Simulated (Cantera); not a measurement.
A freely propagating, adiabatic, planar premixed flame of 29.0 % H2, 14.8 % O2, 56.2 % N2, equivalence ratio 0.98, unburnt at 598 K and 0.930 bar; mixture-averaged transport, grid criteria slope 0.08 and curve 0.16, no radiation.

Model: the H2/O2 subset of GRI-Mech 3.0, which has no nitrogen chemistry, integrated in Cantera. Burning velocities carry a grid error of a few per cent, more on coarse grids.

x: mole fraction of selected species; z is measured from the peak of heat release.

```json
[
 {"z (mm)": "-1.56", "T (K)": "598", "u (m/s)": "7.20", "x H2": "0.290", "x O2": "0.148", "x OH": "<1e-8", "x H2O2": "<1e-8", "x HO2": "<1e-8", "x H": "<1e-8"},
 {"z (mm)": "-1.04", "T (K)": "598", "u (m/s)": "7.20", "x H2": "0.290", "x O2": "0.148", "x OH": "<1e-8", "x H2O2": "<1e-8", "x HO2": "<1e-8", "x H": "<1e-8"},
 {"z (mm)": "-0.781", "T (K)": "598", "u (m/s)": "7.20", "x H2": "0.290", "x O2": "0.148", "x OH": "<1e-8", "x H2O2": "<1e-8", "x HO2": "<1e-8", "x H": "<1e-8"},
 {"z (mm)": "-0.521", "T (K)": "598", "u (m/s)": "7.20", "x H2": "0.290", "x O2": "0.148", "x OH": "<1e-8", "x H2O2": "<1e-8", "x HO2": "2.05e-7", "x H": "1.32e-8"},
 {"z (mm)": "-0.260", "T (K)": "609", "u (m/s)": "7.30", "x H2": "0.287", "x O2": "0.148", "x OH": "3.55e-5", "x H2O2": "2.51e-6", "x HO2": "0.000194", "x H": "0.000118"},
 {"z (mm)": "-0.130", "T (K)": "802", "u (m/s)": "9.42", "x H2": "0.255", "x O2": "0.144", "x OH": "0.000782", "x H2O2": "1.36e-5", "x HO2": "0.000190", "x H": "0.00584"},
 {"z (mm)": "0", "T (K)": "1252", "u (m/s)": "14.2", "x H2": "0.144", "x O2": "0.101", "x OH": "0.00422", "x H2O2": "5.05e-6", "x HO2": "8.07e-5", "x H": "0.0395"},
 {"z (mm)": "0.130", "T (K)": "1565", "u (m/s)": "17.5", "x H2": "0.0609", "x O2": "0.0458", "x OH": "0.0111", "x H2O2": "2.84e-6", "x HO2": "3.27e-5", "x H": "0.0590"},
 {"z (mm)": "0.260", "T (K)": "?", "u (m/s)": "19.0", "x H2": "0.0473", "x O2": "?", "x OH": "?", "x H2O2": "?", "x HO2": "?", "x H": "?"},
 {"z (mm)": "0.521", "T (K)": "1871", "u (m/s)": "20.5", "x H2": "0.0452", "x O2": "0.0283", "x OH": "0.0171", "x H2O2": "8.82e-7", "x HO2": "1.45e-5", "x H": "0.0417"},
 {"z (mm)": "1.04", "T (K)": "2034", "u (m/s)": "22.1", "x H2": "0.0425", "x O2": "?", "x OH": "0.0186", "x H2O2": "?", "x HO2": "?", "x H": "?"},
 {"z (mm)": "2.08", "T (K)": "2191", "u (m/s)": "23.5", "x H2": "0.0375", "x O2": "0.0204", "x OH": "0.0187", "x H2O2": "3.17e-7", "x HO2": "6.55e-6", "x H": "0.0192"},
 {"z (mm)": "4.17", "T (K)": "2328", "u (m/s)": "24.7", "x H2": "0.0311", "x O2": "0.0166", "x OH": "0.0173", "x H2O2": "2.39e-7", "x HO2": "4.38e-6", "x H": "0.0114"}
]
```

### Question
What belongs in the gaps?

### Answer

- 0.260, T (K): 1712
- 0.260, x O2: 0.0330
- 0.260, x OH: 0.0145
- 0.260, x H2O2: 1.66e-6
- 0.260, x HO2: 2.06e-5
- 0.260, x H: 0.0538
- 1.04, x O2: 0.0243
- 1.04, x H2O2: 4.94e-7
- 1.04, x HO2: 9.97e-6
- 1.04, x H: 0.0295
